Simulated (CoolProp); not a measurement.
Model: reference Helmholtz-energy equation of state, Span 2000, in CoolProp.

### Question
For nitrogen, give the phase and the cp (kJ/(kg K)), cv (kJ/(kg K)), Prandtl number at 161.2 K and 0.101 MPa; 198.7 K and 0.101 MPa; 348.7 K and 0.101 MPa.

### Answer
- 161.2 K and 0.101 MPa: gas; cp 1.05, cv 0.744, Prandtl number 0.750
- 198.7 K and 0.101 MPa: gas; cp 1.04, cv 0.743, Prandtl number 0.737
- 348.7 K and 0.101 MPa: gas; cp 1.04, cv 0.744, Prandtl number 0.712

Viscosity comes from a separate model (Lemmon 2004). Thermal conductivity comes from a separate model (Lemmon 2004).
